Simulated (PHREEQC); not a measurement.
Make-up at 25 °C: 0.0071 mol/kgw Cu(NO3)2 and 0.00016 mol/kgw HBF4. Closed to the air; pH follows from the charge balance.

Equilibrium calculation in PHREEQC: ion-association model, phreeqc.dat.

This is a speciation only: nothing precipitates in the calculation.

Question: Predict the pH, specific conductance.

Answer: pH 3.41; specific conductance 1720 µS/cm.

Question: In which forms is F present?

Answer: F- 63 %, HF 32 %, CuF+ 4.7 % of the F.

Species that the database lacks are ignored. Real BF4- forms and hydrolyses slowly; the run takes it at equilibrium.
